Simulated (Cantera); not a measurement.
A closed system holds: 1 mol (CH3)2SiCl2, 0.028 mol C2H4, 260 mol H2, held at 2175 K and 13.3 mbar.

These are equilibrium values from Cantera (NASA tables, ideal gas, pure condensed phases), not measurements of a reactor. Candidate condensed phases: C, C6H6, C7H8, C8H18, Si, SiC; 109 gas species. The feed counts by its element totals alone. The tables' values for SiCl are old estimates; treat these amounts as uncertain. Gases not in the tables: Si2H6 and higher silanes. Equilibrium is a limit: real reactors are often held back by kinetics, nucleation or transport.

Base state: H2 0.947, H 0.0411, HCl 0.00713, Si 0.00215, C2H2 (acetylene) 0.00211, Cl 0.000226, SiC2 0.000188, Si2C 0.000116 (mole fractions); condensed: C(graphite) + SiC(s).

Problem. What changes in the equilibrium state with this change: H2 from 260 to 3.2 mol?

Solution. 
```
species            before     after
----------------  -------  --------
H2                  0.947     0.706
HCl               0.00713     0.230
H                  0.0411    0.0355
SiCl2             1.05e-5    0.0147
SiCl3             1.17e-9   6.07e-5
SiCl              2.49e-5  0.000929
C(graphite), mol    0.518      1.17
SiC(s), mol         0.257     0.863
```
The tables' values for SiCl, SiCl3 are old estimates; treat these amounts as uncertain.

Problem. What changes in the equilibrium state with this change: temperature from 2175 K to 2550 K?

Solution. 
| species | before | after |
|---|---|---|
| H2 | 0.947 | 0.753 |
| H | 0.0411 | 0.234 |
| HCl | 0.00713 | 0.00545 |
| Si | 0.00215 | 0.00296 |
| C | 7.31e-8 | 1.35e-5 |
| C3 | 1.09e-7 | 1.33e-5 |
| SiCl2 | 1.05e-5 | 3.22e-7 |
| C2H | 2.96e-6 | 7.52e-5 |
| Si2C | 0.000116 | 5.67e-6 |
| C(graphite), mol | 0.518 | 0 |
| SiC(s), mol | 0.257 | 0 |
